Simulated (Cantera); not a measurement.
# Equilibrium for iron carbonyl, mercury and lead vapours: PbO + O₂ + N₂

Feed: 1 mol PbO, 0.6 mol O₂, 0.78 mol N₂.

These are equilibrium values from Cantera (NASA tables, ideal gas, pure condensed phases), not measurements of a reactor. Candidate condensed phases: Pb, PbO, PbO₂, Pb₃O₄; 12 gas species. The numbers say what is thermodynamically allowed, not how fast it happens.

Stable condensed phases:

```
T in K \ P in Pa
              10      32     100     320    1000    3200   10000   32000  100000  320000 1000000
   1575        A       A       A       A       A       A       B       B       B       B       B
   1475        A       A       A       A       A       B       B       B       B       B       B
   1375        A       A       A       A       B       B       B       B       B       B       B
   1275        A       A       B       B       B       B       B       B       B       B       B
   1175        A       B       B       B       B       B       B       B       B       B       B
   1075        B       B       B       B       B       B       B       B       B       B       B
    975        B       B       B       B       B       B       B       B       B       B       B
    875        B       B       B       B       B       B       B       B       B       B       B
    775        B       B       B       B       B       B       B       B       B       B       B
    675        B       B       B       B       B       B       B       B       B       C       C
    575        B       B       B       B       B       B       C       C       C       C       C
    475        B       C       C       C       C       C       C       D       E       E       E
```

A: gas only; B: PbO; C: Pb₃O₄; D: PbO₂ + Pb₃O₄; E: PbO₂.
